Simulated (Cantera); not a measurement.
## Fe3O4 + CO + H2 (carbothermic reduction)

Input: 1 mol Fe3O4, 7.7 mol CO, 0.16 mol H2, at 0.0100 bar.

Method: chemical equilibrium by Gibbs-energy minimisation in Cantera with the NASA 1993 tables (ideal gas, pure condensed phases). Candidate condensed phases: C, C6H6, C7H8, C8H18, Fe, Fe(CO)5, FeO, Fe(OH)2, Fe(OH)3, Fe2O3, Fe3O4, H2O; 114 gas species. Mutual solubility and eutectic melting of coexisting phases are not modelled. The tables' stoichiometric FeO is somewhat more stable than real wüstite, so its field is too wide. FeO: taken at fixed stoichiometry. Rates play no part.

```tsv
T (K)	log p CO	log p CO2	log p Fe	log p H2	n Fe(α)	n FeO(s)	n Fe(γ)	n FeO(l)
1048	-2.10	-2.73	-12.85	-3.77	0.505	2.49	0	0
1123	-2.09	-2.76	-11.51	-3.78	0.407	2.59	0	0
1198	-2.09	-2.78	-10.33	-3.80	0	2.67	0.329	0
1273	-2.08	-2.81	-9.30	-3.81	0	2.73	0.267	0
1348	-2.08	-2.83	-8.39	-3.82	0	2.79	0.212	0
1423	-2.08	-2.85	-7.57	-3.83	0	2.84	0.164	0
1498	-2.07	-2.86	-6.84	-3.84	0	2.88	0.120	0
1573	-2.07	-2.88	-6.18	-3.85	0	2.92	0.0809	0
1648	-2.07	-2.90	-5.58	-3.86	0	2.95	0.0442	0
1723	-2.07	-2.92	-5.07	-3.87	0	0	0	2.99
1798	-2.07	-2.91	-4.62	-3.89	0	0	0	2.98
1873	-2.07	-2.90	-4.22	-3.91	0	0	0	2.95
1948	-2.08	-2.88	-3.87	-3.94	0	0	0	2.89
2023	-2.09	-2.85	-3.57	-3.99	0	0	0	2.78
```
log p: log10 of the partial pressure in bar; n: condensed amount in mol.

From 1048 K to 1123 K the condensed part is Fe(α) + FeO(s). From 1198 K to 1648 K the condensed part is Fe(γ) + FeO(s). From 1723 K to 2023 K the condensed part is FeO(l).
